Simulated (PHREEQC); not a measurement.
Reverse-osmosis permeate (model solution)

Synthetic water in mmol/kgw, 5 °C, pH 6.02, pe 8.4:

```tsv
constituent	mmol/kgw
Na	0.0156
K	0.000317
Ca	0.0306
Mg	0.0665
Cl	0.0472
S(6)	0.00884
Alkalinity (meq/kgw)	0.145
Pb	0.00267
Sr	0.00125
N(5)	6.5e-05
Br	0.000372
```

Cl is adjusted to close the charge balance.
Valence states are taken as typed.

Computed with PHREEQC (ion-association model, phreeqc.dat).

```json
{
 "ionic_strength": "0.000327 mol/kgw"
}
```

```csv
species,molality,activity,log γ
CO2,0.000446,0.000446,0.000
HCO3-,0.000145,0.000142,-0.009
Mg+2,6.63e-5,6.13e-5,-0.035
Cl-,5.48e-5,5.37e-5,-0.009
Ca+2,3.05e-5,2.82e-5,-0.035
Na+,1.56e-5,1.53e-5,-0.009
```

Precipitation was switched off in this run. Species that the database lacks are ignored. At this temperature some constants are extrapolated from 25 °C, and those without enthalpy data are left unchanged.
